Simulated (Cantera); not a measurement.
An isothermal, constant-pressure homogeneous reactor starts with 84.7 % N2O, 15.3 % O2, at 1575 K and 1500 Pa.

Cantera simulation using GRI-Mech 3.0 (53 species, 325 reactions); the numbers are that mechanism's predictions, not measurements. GRI-Mech 3.0 was tuned for natural gas; its chemistry of N2O as a main component is partial and can be far from experiment. Radical loss at walls, strong at low pressure, is not modelled. The temperature is held fixed by assumption; the heat of reaction is taken as removed at once.

Task: Predict: x(N2O) at 300 s; x(O2) at 300 s; x(O) at 300 s; x(N2) at 300 s; x(NO) at 300 s.

Result: 
```json
{
  "x(N2O) at 300 s": "6.24e-6 (gas-phase equilibrium 1.34e-8)",
  "x(O2) at 300 s": "0.326 (gas-phase equilibrium 0.404)",
  "x(O) at 300 s": "5.08e-5 (gas-phase equilibrium 5.59e-5)",
  "x(N2) at 300 s": "0.517 (gas-phase equilibrium 0.594)",
  "x(NO) at 300 s": "0.157 (gas-phase equilibrium 0.00210)"
}
```
